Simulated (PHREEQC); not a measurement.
1 kg of water holding 0.015 mol/kgw Na2SO4 meets 20 L of dry gas (CO2 0.37, CH4 0.48, H2S 0.15 by moles) at fixed total pressure, at 60 °C; fugacities by Peng-Robinson. The gases take part in no redox reaction, some water evaporates into the gas, and hydrates or a liquid gas phase aren't modelled. Nothing may precipitate in this run.

The numbers come from PHREEQC with the ion-association model, phreeqc.dat.

| P (atm) | dissolved CO2 (all carbonate carbon) (mol/kgw) | φ of CO2 | p of CO2 (atm) | dissolved CH4 (mol/kgw) | φ of CH4 | p of CH4 (atm) | dissolved H2S (mol/kgw) | pH |
|---|---|---|---|---|---|---|---|---|
| 1 | 0.00488 | 0.996 | 0.296 | 0.000395 | 0.999 | 0.391 | 0.00557 | 4.40 |
| 2 | 0.0108 | 0.992 | 0.664 | 0.000886 | 0.998 | 0.878 | 0.0123 | (withheld) |
| 3 | 0.0167 | 0.988 | 1.03 | 0.00137 | 0.996 | 1.37 | 0.0190 | (withheld) |
| 5 | 0.0284 | 0.980 | 1.77 | 0.00234 | 0.994 | 2.34 | 0.0320 | (withheld) |
| 7.5 | 0.0426 | 0.971 | 2.69 | 0.00354 | 0.990 | 3.56 | 0.0479 | (withheld) |
| 10 | 0.0564 | 0.962 | 3.61 | 0.00472 | 0.987 | 4.77 | 0.0632 | (withheld) |
| 15 | 0.0831 | 0.943 | 5.45 | 0.00703 | 0.980 | 7.20 | 0.0923 | 3.78 |

**Question.** Complete the blanks.

**Answer.** 
- 2, pH: 4.23
- 3, pH: 4.13
- 5, pH: 4.02
- 7.5, pH: 3.93
- 10, pH: 3.87

Constants without temperature data keep their 25 °C values here.
